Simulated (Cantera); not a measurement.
# MgCO3 + SO3 + CO2 (roasting and sulfation)

A closed system holds: 1 mol MgCO3, 1.4 mol SO3, 0.17 mol CO2, held at 0.580 bar.

Cantera equilibrium calculation (NASA polynomials, part measured and part estimated; ideal gas, pure solids and liquids). Candidate condensed phases: C, Mg, MgCO3, MgO, MgS, MgSO4, S; 26 gas species. Mutual solubility and eutectic melting of coexisting phases are not modelled. The numbers say what is thermodynamically allowed, not how fast it happens.

From 400 °C to 900 °C the condensed part is MgSO4(s). At 1000 °C the condensed part is MgO(s) + MgSO4(s). From 1100 °C to 1500 °C the condensed part is MgO(s).

```tsv
T (°C)	x CO2	x SO2	x SO3	x O2	x CO	x O	x SO	x O3	n MgSO4(s)	n MgO(s)
400	0.742	0.00865	0.245	0.00433	<1e-12	<1e-12	<1e-12	<1e-12	1.00	0
500	0.732	0.0362	0.214	0.0181	<1e-12	<1e-12	<1e-12	<1e-12	1.00	0
600	0.711	0.0921	0.151	0.0461	1.88e-12	<1e-12	<1e-12	<1e-12	1.00	0
700	0.688	0.154	0.0813	0.0769	7.72e-11	2.46e-11	<1e-12	<1e-12	1.00	0
800	0.673	0.193	0.0372	0.0965	1.75e-9	5.08e-10	1.86e-11	<1e-12	1.00	0
900	0.667	0.211	0.0168	0.106	2.45e-8	5.96e-9	3.50e-10	3.28e-12	1.00	0
1000	0.605	0.257	0.0103	0.128	1.95e-7	5.06e-8	4.40e-9	1.40e-11	0.884	0.116
1100	0.360	0.419	0.0111	0.210	6.29e-7	3.71e-7	4.50e-8	7.84e-11	0	1.00
1200	0.359	0.423	0.00637	0.212	3.32e-6	1.69e-6	2.72e-7	1.87e-10	0	1.00
1300	0.358	0.425	0.00391	0.213	1.42e-5	6.32e-6	1.31e-6	3.99e-10	0	1.00
1400	0.358	0.426	0.00254	0.213	5.08e-5	2.03e-5	5.20e-6	7.77e-10	0	1.00
1500	0.358	0.427	0.00174	0.213	0.000158	5.70e-5	1.77e-5	1.41e-9	0	1.00
```
x: gas mole fraction; n: condensed amount in mol.
